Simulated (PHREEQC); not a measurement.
## Buffer (model solution)

Solution (25 °C): 24 mmol/kgw HF, 0.039 mmol/kgw K2HPO4 and 0.58 mmol/kgw KCl. Closed to the air; pH follows from the charge balance.

Model: ion-association model, phreeqc.dat, run in PHREEQC.

Each row changes one thing in this solution. No solid was allowed to form.

```csv
case,pH,ionic strength (mol/kgw),HF (mol/kgw),F- (mol/kgw),HF2- (mol/kgw),H2PO4- (mol/kgw),SI of Sylvite (KCl)
as made,2.43,0.00466,0.0197,0.00377,0.000285,2.58e-5,-7.38
HF from 0.024 to 0.24 mol/kgw,1.79,0.0189,0.213,0.0101,0.00826,1.26e-5,-7.44
KCl from 0.00058 to 5.8e-05 mol/kgw,2.43,0.00413,0.0197,0.00376,0.000284,2.57e-5,-9.06
KCl from 0.00058 to 0.000638 mol/kgw,2.43,0.00472,0.0197,0.00377,0.000285,2.58e-5,-7.30
KCl from 0.00058 to 0.00029 mol/kgw,2.43,0.00437,0.0197,0.00377,0.000284,2.58e-5,-7.93
```

Species that the database lacks are ignored.
